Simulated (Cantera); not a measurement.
**SiH4 + C3H8 + H2 (silicon carbide growth)**

A closed system holds: 1 mol SiH4, 0.16 mol C3H8, a varied amount of H2, at 2075 K and 35.0 mbar.

Equilibrium computed with Cantera from the NASA thermochemical tables; the gas is ideal and each condensed phase is pure. Candidate condensed phases: C, C6H6, C7H8, C8H18, Si, SiC; 87 gas species. Mutual solubility and eutectic melting of coexisting phases are not modelled. Gases not in the tables: Si2H6 and higher silanes. Kinetics and transport are ignored.

| n(H2) (mol) | log p H2 | log p H | log p Si | log p SiH | n Si(l) | n SiC(s) |
|---|---|---|---|---|---|---|
| 130 | -1.46 | -3.31 | -3.99 | -4.97 | 0.0422 | 0.463 |
| 250 | -1.46 | -3.31 | -4.22 | -5.20 | 0 | 0.453 |
| 360 | -1.46 | -3.31 | -4.36 | -5.34 | 0 | 0.435 |
| 480 | -1.46 | -3.31 | -4.46 | -5.44 | 0 | 0.404 |
| 600 | -1.46 | -3.31 | -4.53 | -5.50 | 0 | 0.364 |
| 720 | -1.46 | -3.31 | -4.58 | -5.55 | 0 | 0.315 |
| 840 | -1.46 | -3.31 | -4.61 | -5.59 | 0 | 0.262 |
log p: log10 of the partial pressure in bar; n: condensed amount in mol.

At 130 mol H2 the condensed part is Si(l) + SiC(s). From 250 mol H2 to 840 mol H2 the condensed part is SiC(s). The main Si-bearing gas is Si throughout. The share of Si in condensed phases is highest at 130 mol H2 (50.6 %) and lowest at 840 mol H2 (26.2 %).
